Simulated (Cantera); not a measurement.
**Carbothermic reduction: Cu₂O + CH₄ + N₂**

Feed: 1 mol Cu₂O, 2.9 mol CH₄, 6.7 mol N₂, held at 12.0 mbar.

Cantera equilibrium calculation (NASA polynomials, part measured and part estimated; ideal gas, pure solids and liquids). Candidate condensed phases: C, C₆H₆, C₇H₈, C₈H₁₈, Cu, CuO, Cu(OH)₂, Cu₂O, H₂O; 139 gas species. Kinetics and transport are ignored.

```tsv
T (K)	log p N₂	log p H₂	log p Cu	log p CO	log p H	log p HCN	n C(graphite)	n Cu(s)	n Cu(l)
800	-2.22	-2.29	<-13	-3.15	-12.69	-9.28	2.01	2.00	0
1000	-2.22	-2.29	-10.81	-3.05	-9.79	-7.54	1.90	2.00	0
1200	-2.23	-2.29	-7.91	-3.05	-7.85	-6.38	1.90	2.00	0
1400	-2.23	-2.29	-5.87	-3.05	-6.46	-5.56	1.90	0	2.00
1600	-2.23	-2.29	-4.40	-3.05	-5.41	-4.95	1.89	0	1.96
1800	-2.25	-2.31	-3.27	-3.07	-4.60	-4.49	1.86	0	1.36
2000	-2.29	-2.36	-2.81	-3.11	-3.97	-4.16	1.80	0	0
2200	-2.30	-2.38	-2.82	-3.12	-3.44	-3.86	1.68	0	0
```
log p: log10 of the partial pressure in bar; n: condensed amount in mol.

From 800 K to 1200 K the condensed part is C(graphite) + Cu(s). From 1400 K to 1800 K the condensed part is C(graphite) + Cu(l). From 2000 K to 2200 K the condensed part is C(graphite).
